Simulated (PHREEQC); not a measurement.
Dissolve 0.19 mol/kgw NaOH at 25 °C. It is in equilibrium with CO2 at log p = -3.4 (atm). Otherwise closed; pH follows from the charge balance.

All values are PHREEQC results (ion-association model, phreeqc.dat), not measurements.

Question: The ionic strength comes out as 0.191 mol/kgw. What activity coefficients do Na+, NaCO3-, OH-, HCO3-, CO3-2 get?

Answer: Na+ 0.75, NaCO3- 0.75, OH- 0.71, HCO3- 0.75, CO3-2 0.31.

No solid was allowed to form. Complexes and solids missing from the database can't appear.
